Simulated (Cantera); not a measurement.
Charge: 1 mol Cu₂O, 0.52 mol CO, 11 mol N₂, held at 2277 °C and 69000 Pa.

Method: chemical equilibrium by Gibbs-energy minimisation in Cantera with the NASA 1993 tables (ideal gas, pure condensed phases). Candidate condensed phases: C, Cu, CuO, Cu₂O; 27 gas species. Equilibrium is a limit: real reactors are often held back by kinetics, nucleation or transport.

Base state: N₂ 0.791, Cu 0.141, CO₂ 0.0262, O₂ 0.0174, CO 0.0114, NO 0.00723, O 0.00293, CuO 0.00108 (mole fractions); condensed: gas only.

Problem. What changes in the equilibrium state with this change: CO from 0.52 to 13 mol?

Solution. 
| species | before | after |
|---|---|---|
| CO | 0.0114 | 0.462 |
| N₂ | 0.791 | 0.423 |
| Cu | 0.141 | 0.0763 |
| O₂ | 0.0174 | 2.25e-5 |
| CO₂ | 0.0262 | 0.0381 |
| CuO | 0.00108 | 2.10e-5 |
| NO | 0.00723 | 0.000190 |
